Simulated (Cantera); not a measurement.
An isothermal, constant-pressure homogeneous reactor starts with C2H4 : H2 = 1.6 : 9.4 (molar parts), at 1798 K and 1.01 bar.

Detailed kinetics in Cantera: GRI-Mech 3.0 (53 species, 325 reactions). GRI-Mech 3.0 was tuned for natural gas; its chemistry of ethylene as a main component is partial and can be far from experiment. GRI-Mech 3.0 stops at C3 and has no aromatics, soot or wall deposition, so with more carbon than oxygen in the feed, carbon stays in small species such as C2H2 where larger ones or solid carbon would form.

x: mole fraction; the columns are a selection and need not sum to one.

| t (s) | x C2H4 | x H2 | x CH3 | x CH2 | x CH4 |
|---|---|---|---|---|---|
| 1.00e-6 | 0.145 | 0.855 | 4.49e-10 | 1.64e-10 | 2.95e-10 |
| 6.77e-6 | 0.144 | 0.855 | 2.37e-8 | 2.32e-9 | 9.79e-8 |
| 4.59e-5 | 0.136 | 0.856 | 7.12e-7 | 1.73e-8 | 2.13e-5 |
| 0.000311 | 0.0622 | 0.865 | 3.94e-6 | 2.23e-8 | 0.000739 |
| 0.00210 | 0.00256 | 0.871 | ___ | ___ | ___ |
| 0.0143 | 0.00253 | 0.869 | 3.60e-5 | 1.76e-8 | 0.00457 |
| 0.0965 | 0.00245 | 0.863 | 0.000112 | 4.84e-8 | 0.0146 |
| 0.654 | 0.00244 | 0.862 | 0.000125 | 5.33e-8 | 0.0164 |
| 4.43 | 0.00244 | 0.862 | 0.000125 | 5.33e-8 | 0.0164 |
| 30.0 | 0.00244 | 0.862 | 0.000125 | 5.33e-8 | 0.0164 |

Problem. What belongs in the gaps?

Solution. 
- 0.00210, x CH3: 1.40e-5
- 0.00210, x CH2: 8.17e-9
- 0.00210, x CH4: 0.00175
